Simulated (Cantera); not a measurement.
A diamond (100) surface in a fixed gas of H2 with x(CH4) = 0.0052, x(H) = 0.00033, x(CH3) = 0.00029, at 1298 K; coverages are run to steady state.

Cantera simulation using the Harris–Goodwin 1993 mechanism for the reconstructed diamond (100) surface; the numbers are that mechanism's predictions, not measurements.

One state of this run: growth (µm/h) = 0.513; θ c6HH = 0.504; θ c6H* = 0.0408; θ c6*H = 0.438; θ c6** = 0.0138; θ c6HM = 0.000459. θ: site fractions in the mechanism's names (c6HH fully hydrogenated, c6H* and c6*H radical sites, c6** diradical, c6HM methylated).

**Question.** Which value of P (Pa) does it belong to?
(A) 2800
(B) 5200
(C) 420
(D) 9800

**Answer.** B, 5200
